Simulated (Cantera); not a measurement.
A closed system holds: 1 mol N₂O, 0.4 mol H₂, at 10.0 mbar.

Method: chemical equilibrium by Gibbs-energy minimisation in Cantera with the NASA 1993 tables (ideal gas, pure condensed phases). Candidate condensed phases: H₂O; 47 gas species. Ions and electrons are included (thermal ionisation). The numbers say what is thermodynamically allowed, not how fast it happens. All values below are at 3727 °C.

Base state: O 0.351, N₂ 0.349, H 0.284, N 0.0105, NO 0.00404, OH 0.000697, O₂ 0.000555, H₂ 0.000317 (mole fractions); condensed: gas only.

**Question.** What changes in the equilibrium state with this change: 0.0043 mol CH₄ added?

**Answer.** 
| species | before | after |
|---|---|---|
| N₂ | 0.349 | 0.347 |
| O | 0.351 | 0.347 |
| H | 0.284 | 0.288 |
| N | 0.0105 | 0.0105 |
| CO | 0 | 0.00152 |
| H₂ | 0.000317 | 0.000327 |
| O₂ | 0.000555 | 0.000544 |
| NO | 0.00404 | 0.00399 |
Further candidate phases: C, C₆H₆, C₇H₈, C₈H₁₈.
